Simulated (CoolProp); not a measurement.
Saturated liquid density (kg/m³) of n-octane: the reference equation beside estimates from Tc = 295.6 °C, pc = 24.84 bar, ω = 0.398. Rackett uses Z = 0.29056 − 0.08775 ω.

Computed with CoolProp (reference Helmholtz-energy equation of state, Beckmüller 2019).

```json
[
 {"T (°C)": "31.55", "reference": "693.2", "Rackett": "701.6", "van der Waals": "385.3", "Redlich-Kwong": "570.7", "Soave-Redlich-Kwong": "594.5", "Peng-Robinson": "668.9"},
 {"T (°C)": "39.65", "reference": "686.5", "Rackett": "694.9", "van der Waals": "382.0", "Redlich-Kwong": "565.1", "Soave-Redlich-Kwong": "589.8", "Peng-Robinson": "663.9"},
 {"T (°C)": "47.75", "reference": "679.9", "Rackett": "688.0", "van der Waals": "378.6", "Redlich-Kwong": "559.4", "Soave-Redlich-Kwong": "584.9", "Peng-Robinson": "658.7"},
 {"T (°C)": "55.85", "reference": "673.1", "Rackett": "681.0", "van der Waals": "375.2", "Redlich-Kwong": "553.5", "Soave-Redlich-Kwong": "579.9", "Peng-Robinson": "653.4"},
 {"T (°C)": "63.95", "reference": "666.3", "Rackett": "674.0", "van der Waals": "371.6", "Redlich-Kwong": "547.5", "Soave-Redlich-Kwong": "574.7", "Peng-Robinson": "647.8"},
 {"T (°C)": "72.05", "reference": "659.4", "Rackett": "666.8", "van der Waals": "368.0", "Redlich-Kwong": "541.3", "Soave-Redlich-Kwong": "569.3", "Peng-Robinson": "642.1"},
 {"T (°C)": "80.15", "reference": "652.4", "Rackett": "659.6", "van der Waals": "364.4", "Redlich-Kwong": "535.0", "Soave-Redlich-Kwong": "563.7", "Peng-Robinson": "636.1"},
 {"T (°C)": "88.35", "reference": "645.3", "Rackett": "652.1", "van der Waals": "360.6", "Redlich-Kwong": "528.4", "Soave-Redlich-Kwong": "557.9", "Peng-Robinson": "629.8"},
 {"T (°C)": "96.45", "reference": "638.1", "Rackett": "644.6", "van der Waals": "356.7", "Redlich-Kwong": "521.7", "Soave-Redlich-Kwong": "551.8", "Peng-Robinson": "623.3"}
]
```

Absolute difference from the reference over all 9 rows, mean and median: Rackett 1.1 and 1.2 %, van der Waals 44.2 and 44.2 %, Redlich-Kwong 17.9 and 17.8 %, Soave-Redlich-Kwong 13.8 and 13.7 %, Peng-Robinson 2.8 and 2.8 %.
